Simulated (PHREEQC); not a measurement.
Acid rinse or clean

A solution holds 1.4 mmol/kgw HCl, 11 mmol/kgw ZnSO4 and 10 mmol/kgw MgCl2, at 65 °C. Closed to the air; pH follows from the charge balance.

All values are PHREEQC results (ion-association model, phreeqc.dat), not measurements.

Each row changes one thing in this solution. This is a speciation only: nothing precipitates in the calculation.

```csv
case,pH,ionic strength (mol/kgw),Cl- (mol/kgw),Mg+2 (mol/kgw),MgOH+ (mol/kgw)
as made,3.12,0.0496,0.0205,0.00649,4.17e-10
MgCl2 from 0.01 to 0.002 mol/kgw,3.17,0.0324,0.00516,0.00107,8.42e-11
temperature from 65 to 20 °C,3.02,0.0565,0.0212,0.00792,1.08e-11
HCl replaced by MnCl2 at the same molality,5.21,0.0519,0.0218,0.00647,5.12e-8
HCl from 0.0014 to 0.00014 mol/kgw,4.12,0.0484,0.0193,0.00636,4.15e-9
diluted 10-fold with water,3.95,0.00627,0.00212,0.000816,4.88e-10
ZnSO4 left out,2.92,0.0314,0.0214,0.0100,4.39e-10
```

Away from 25 °C the constants follow the database's enthalpies or fits; those with neither stay at their 25 °C values.
